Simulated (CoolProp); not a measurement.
Aqueous potassium carbonate as a coolant, at 1 °C, 1 atm.

Model: Melinder's fits for secondary coolants, in CoolProp.

```tsv
mass %	freezing point (°C)	conductivity (W/(m K))	density (kg/m³)	viscosity (mPa s)	cp (kJ/(kg K))
3.9	-1.2	0.562	1038	1.84	3.947
7.4	-2.6	0.560	1071	1.97	3.772
11	-4.0	0.556	1106	2.12	3.622
14.5	-5.6	0.553	1141	2.31	3.487
18	-7.5	0.549	1177	2.55	3.355
21.5	-9.9	0.546	1214	2.86	3.223
25	-12.8	0.543	1251	3.27	3.095
28.6	-16.8	0.539	1291	3.84	2.972
```
